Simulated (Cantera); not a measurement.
Input: 1 mol PbO, 3.7 mol H2, equilibrated at 460 Pa.

Cantera equilibrium calculation (NASA polynomials, part measured and part estimated; ideal gas, pure solids and liquids). Candidate condensed phases: H2O, Pb, PbO, PbO2, Pb3O4; 12 gas species. Kinetics and transport are ignored. All values below are at 725 K.

Base state: H2 0.730, H2O 0.270 (mole fractions); condensed: Pb(l).

**Question.** What changes in the equilibrium state with this change: PbO replaced by HgO?

**Answer.** 
```tsv
species	before	after
H2	0.730	0.574
Hg	0	0.213
H2O	0.270	0.213
Pb(l), mol	1.000	0
```
Further candidate phases: Hg, HgO.
